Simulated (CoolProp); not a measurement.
Vapour-liquid equilibrium of benzene (1) + cyclohexane (2) at 0.579 MPa; x and y are mole fractions of (1).

Model: multi-fluid Helmholtz-energy mixture model, Thol 2012 and Zhou 2014; pair parameters Bell 2016, in CoolProp.

```csv
x,bubble temperature (°C),y at the bubble point,dew temperature at overall composition x (°C),liquid density (mol/L)
0.05,…,0.063,151.6,…
0.15,150.0,0.179,150.3,7.841
0.25,…,0.284,149.2,7.995
0.35,148.1,0.380,148.3,8.153
0.45,147.5,…,147.6,8.317
0.55,147.2,0.558,147.2,8.488
0.65,147.2,0.645,147.2,8.666
0.75,147.5,0.735,147.5,8.850
0.85,148.0,0.831,148.2,9.043
0.95,…,0.939,149.1,9.241
```

Complete the blanks.


- 0.05, bubble temperature (°C): 151.4
- 0.05, liquid density (mol/L): 7.691
- 0.25, bubble temperature (°C): 148.9
- 0.45, y at the bubble point: 0.470
- 0.95, bubble temperature (°C): 149.0

y crosses x between x = 0.55 and 0.65: the model has an azeotrope there.

The pair parameters rest on a limited set of measurements; away from them the model extrapolates.
